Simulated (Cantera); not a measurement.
Thermodynamics of tantalum, niobium, vanadium and zirconium in process gases, feed V + NH3

Charge: 1 mol V, 0.55 mol NH3, at 2098.15 K and 2.60 mbar.

These are equilibrium values from Cantera (NASA tables, ideal gas, pure condensed phases), not measurements of a reactor. Candidate condensed phases: V, VN; 11 gas species. Condensed phases not in the tables: V2N, N, O or C dissolved in the metal. The numbers say what is thermodynamically allowed, not how fast it happens.

```yaml
x(H2): 0.703
x(N2): 0.243
x(H): 0.0506
x(V): 0.00364
n(V(s)): 0.996 mol
gas_amount: 1.133 mol
```
